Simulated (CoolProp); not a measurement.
A Linde-Hampson liquefier for methane: isothermal reversible compression at 300 K from 1 atm to 5 MPa, throttling to 1 atm, return gas leaving the recuperator 10 K below the feed. Each further row changes one setting.

Computed with CoolProp (reference Helmholtz-energy equation of state, Setzmann 1991).

```json
[
 {"case": "as stated", "liquid yield per pass": "(withheld)", "compression work (kJ/kg of gas)": "594"},
 {"case": "high pressure 10 MPa", "liquid yield per pass": "(withheld)", "compression work (kJ/kg of gas)": "689"},
 {"case": "warm-end temperature 330 K", "liquid yield per pass": "0.018", "compression work (kJ/kg of gas)": "(withheld)"},
 {"case": "warm-end gap 15 K", "liquid yield per pass": "0.017", "compression work (kJ/kg of gas)": "594"}
]
```

Problem. What belongs in the gaps?

Solution. 
- as stated, liquid yield per pass: 0.030
- high pressure 10 MPa, liquid yield per pass: 0.086
- warm-end temperature 330 K, compression work (kJ/kg of gas): 657
